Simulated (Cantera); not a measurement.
A Cantera script and what it prints.

```python
import numpy as np
import cantera as ct

gas_names = """
    H H2 H2S N NH NH2 NH3 N2 N2H2 N2H4 Ni NiS S SH SN S2 S8
""".split()
cond_names = """
    Ni(cr) Ni(L) NiS(b) NiS(a) NiS(L) NiS2(s) NiS2(L) Ni3S2(I) Ni3S2(II) Ni3S2(L) Ni3S4(s) S(cr1) S(cr2)
    S(L)
""".split()


# ... load() reads the species with a 1 bar reference pressure and builds the phases ...
atoms = {
    'NiS': {'Ni': 1, 'S': 1},
    'H2': {'H': 2},
    'N2': {'N': 2},
}
top_T = {'Ni3S4(s)': 620}  # K; cautious upper limits of use, not melting points


# ... equilibrate(T, P, feed) seeds the gas with the atoms and calls Mixture.equilibrate('TP', solver="vcs", rtol=1e-11, max_steps=5000) ...
results = []
T = 923  # K
P = 200000  # Pa
for m in [61, 94, 150, 230, 350, 550, 850]:
    feed = {'NiS': 1, 'H2': m, 'N2': 0.81}  # mol
    mix = equilibrate(T, P, feed)
    results.append((T, P, feed, dict(zip(mix.species_names, mix.species_moles))))
    x = sorted(zip(gas.X, gas.species_names), reverse=True)
    print(f"T = {T:g} K  P = {P:g} Pa  n(H2) = {m:g} mol  gas = {mix.phase_moles(0):.4g} mol")
    print("   x: " + "  ".join(f"{s} {v:.3e}" for v, s in x if v > 1e-05))
    print("   condensed (mol): " + ("  ".join(f"{mix.phase(i).name} {mix.phase_moles(i):.4g}"
          for i in range(1, mix.n_phases) if mix.phase_moles(i) > 1e-12) or "none"))
```

It prints:

```
T = 923 K  P = 200000 Pa  n(H2) = 61 mol  gas = 61.8 mol
   x: H2 9.814e-01  N2 1.300e-02  H2S 5.394e-03  NH3 2.239e-04
   condensed (mol): Ni3S2(II) 0.3333
T = 923 K  P = 200000 Pa  n(H2) = 94 mol  gas = 94.79 mol
   x: H2 9.878e-01  N2 8.454e-03  H2S 3.516e-03  NH3 1.823e-04
   condensed (mol): Ni3S2(II) 0.3333
T = 923 K  P = 200000 Pa  n(H2) = 150 mol  gas = 150.8 mol
   x: H2 9.923e-01  N2 5.299e-03  H2S 2.211e-03  NH3 1.454e-04
   condensed (mol): Ni3S2(II) 0.3333
T = 923 K  P = 200000 Pa  n(H2) = 230 mol  gas = 230.8 mol
   x: H2 9.944e-01  N2 3.451e-03  H2S 2.023e-03  NH3 1.177e-04
   condensed (mol): Ni(cr) 0.2004  Ni3S2(II) 0.2665
T = 923 K  P = 200000 Pa  n(H2) = 350 mol  gas = 350.8 mol
   x: H2 9.956e-01  N2 2.261e-03  H2S 2.026e-03  NH3 9.542e-05
   condensed (mol): Ni(cr) 0.5658  Ni3S2(II) 0.1447
T = 923 K  P = 200000 Pa  n(H2) = 550 mol  gas = 550.8 mol
   x: H2 9.967e-01  H2S 1.816e-03  N2 1.433e-03  NH3 7.607e-05
   condensed (mol): Ni(cr) 1
T = 923 K  P = 200000 Pa  n(H2) = 850 mol  gas = 850.8 mol
   x: H2 9.978e-01  H2S 1.175e-03  N2 9.215e-04  NH3 6.112e-05
   condensed (mol): Ni(cr) 1
```

Method: chemical equilibrium by Gibbs-energy minimisation in Cantera with the NASA 1993 tables (ideal gas, pure condensed phases). Metal and sulfide melt together well below either melting point, which pure phases cannot show.
